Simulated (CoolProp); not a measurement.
Vapour-liquid equilibrium of nitrogen (1) + carbon monoxide (2) at 108.6 K; x and y are mole fractions of (1).

Computed with CoolProp (multi-fluid Helmholtz-energy mixture model, Span 2000 and Lemmon 2006; pair parameters Gernert 2013).

```csv
x,bubble pressure (MPa),y at the bubble point,dew pressure at overall composition x (MPa),liquid density (mol/L)
0.05,0.9987,0.065,0.9938,23.38
0.15,1.040,0.188,1.027,23.28
0.25,1.082,0.303,1.063,23.18
0.35,1.123,0.410,1.100,23.08
0.45,1.162,0.511,1.138,22.98
0.55,1.201,0.606,1.178,22.89
0.65,1.237,0.697,1.218,22.80
0.75,1.272,0.786,1.258,22.72
0.85,1.305,0.872,1.297,22.65
0.95,1.336,0.957,1.333,22.59
```

No azeotrope shows between x = 0.05 and 0.95.

Pair parameters are fitted to limited data, so mixtures are less certain than the pure fluids.
